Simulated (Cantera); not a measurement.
Charge: 1 mol B, 0.51 mol O2, 64 mol H2, held at 1375 K and 52.0 Pa.

Method: chemical equilibrium by Gibbs-energy minimisation in Cantera with the NASA 1993 tables (ideal gas, pure condensed phases). Candidate condensed phases: B, B2O3, B3O3H3, H2O; 23 gas species. Kinetics and transport are ignored.

Base state: H2 0.986, HBO 0.0119, B2O2 0.00154, B2O3 0.000175, H 0.000149, HBO2 0.000134, BO 5.69e-5 (mole fractions); condensed: gas only.

Q: What changes in the equilibrium state with this change: pressure from 52.0 Pa to 0.100 bar?

A: 
```tsv
species	before	after
H2	0.986	0.995
HBO	0.0119	0.00256
B3O3H3	5.89e-6	0.00219
BO	5.69e-5	8.81e-7
B2O2	0.00154	7.11e-5
H	0.000149	1.08e-5
B2O3	0.000175	1.32e-5
B(s), mol	0	0.123
B2O3(l), mol	0	0.139
```
Mutual solubility and eutectic melting of coexisting phases are not modelled.

Q: What changes in the equilibrium state with this change: temperature from 1375 K to 1673 K?

A: 
```json
[
 {"species": "H2", "before": "0.986", "after": "0.980"},
 {"species": "HBO", "before": "0.0119", "after": "0.0123"},
 {"species": "H", "before": "0.000149", "after": "0.00494"},
 {"species": "BO", "before": "5.69e-5", "after": "0.00128"},
 {"species": "H2O", "before": "2.60e-6", "after": "2.20e-5"},
 {"species": "B2O2", "before": "0.00154", "after": "0.000754"},
 {"species": "B2O3", "before": "0.000175", "after": "9.58e-5"},
 {"species": "HBO2", "before": "0.000134", "after": "0.000193"}
]
```

Q: What changes in the equilibrium state with this change: O2 from 0.51 to 0.085 mol?

A: 
```json
[
 {"species": "H2", "before": "0.986", "after": "0.997"},
 {"species": "HBO", "before": "0.0119", "after": "0.00250"},
 {"species": "H", "before": "0.000149", "after": "0.000150"},
 {"species": "B2O2", "before": "0.00154", "after": "6.74e-5"},
 {"species": "B2O3", "before": "0.000175", "after": "8.75e-7"},
 {"species": "HBO2", "before": "0.000134", "after": "3.22e-6"},
 {"species": "BO", "before": "5.69e-5", "after": "1.19e-5"},
 {"species": "B(s), mol", "before": "0", "after": "0.830"}
]
```
